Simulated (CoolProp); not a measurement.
Saturation properties of methanol (Tc = 513.4 K, pc = 8216 kPa, ω = 0.565).

Model: reference Helmholtz-energy equation of state, de Reuck 1993, in CoolProp.

```csv
T (K),p (kPa),liquid density (kg/m³),vapour Z
244.4,0.5218,836.9,0.9943
251.2,0.8880,830.4,0.9929
258,1.465,823.9,0.9912
264.8,2.351,817.5,0.9892
271.7,3.700,811.0,0.9870
278.5,5.644,804.6,0.9845
285.3,8.422,798.3,0.9818
292.1,12.31,791.9,0.9787
299,17.75,785.4,0.9752
305.8,24.99,779.1,0.9714
312.6,34.62,772.6,0.9672
319.4,47.22,766.1,0.9625
326.2,63.48,759.6,0.9573
333.1,84.54,752.8,0.9515
339.9,110.7,746.1,0.9452
```

It boils at 337.6 K under 1 atm.
